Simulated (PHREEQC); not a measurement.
A solution holds 80 mmol/kgw NH4HSO4 and 6.7 mmol/kgw CsOH, at 25 °C. Closed to the air; pH follows from the charge balance.

Computed with PHREEQC (ion-association model, wateq4f.dat).

The pH comes out as 1.55 and the ionic strength comes out as 0.144 mol/kgw. The total alkalinity is -73.3 meq/kg.

```
species  molality  activity   log γ
-------  --------  --------  ------
NH4+       0.0704    0.0536  -0.118
HSO4-      0.0384    0.0289  -0.124
H+         0.0348    0.0283  -0.091
SO4-2      0.0320    0.0105  -0.483
NH4SO4-   0.00957   0.00727  -0.119
Cs+       0.00670   0.00510  -0.118
NH3       1.08e-9   1.08e-9   0.000
```

No solid was allowed to form.
